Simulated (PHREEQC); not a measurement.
Dissolve 0.11 mol HF, 0.0004 mol (NH4)2SiF6, 0.21 mol H3BO3 and 0.011 mol H2SO4 per kg of water at 68 °C. Closed to the air; pH follows from the charge balance.

Model: ion-association model, phreeqc.dat, run in PHREEQC.

Problem. The ionic strength comes out as 0.0424 mol/kgw. What activity coefficients do BF2(OH)2-, HSO4-, F-, NH4+, SO4-2 get?

Solution. BF2(OH)2- 0.82, HSO4- 0.82, F- 0.81, NH4+ 0.80, SO4-2 0.45.

No solid was allowed to form. Constants without temperature data keep their 25 °C values here. SiF6-2 is the database's only silicon fluoride. Real BF4- forms and hydrolyses slowly; the run takes it at equilibrium.
